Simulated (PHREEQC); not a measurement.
Solution (25 °C): 0.2 mol HCl and 4.4e-05 mol MnSO4 per kg of water. Closed to the air; pH follows from the charge balance.

Computed with PHREEQC (Pitzer model, pitzer.dat).

Question: The ionic strength comes out as 0.200 mol/kgw. What activity coefficients do Mn+2, HSO4-, SO4-2, Cl-, H+ get?

Answer: Mn+2 0.33, HSO4- 0.77, SO4-2 0.16, Cl- 0.72, H+ 0.82. Single-ion values are on the MacInnes scale.

No solid was allowed to form. Complexes and solids missing from the database can't appear.
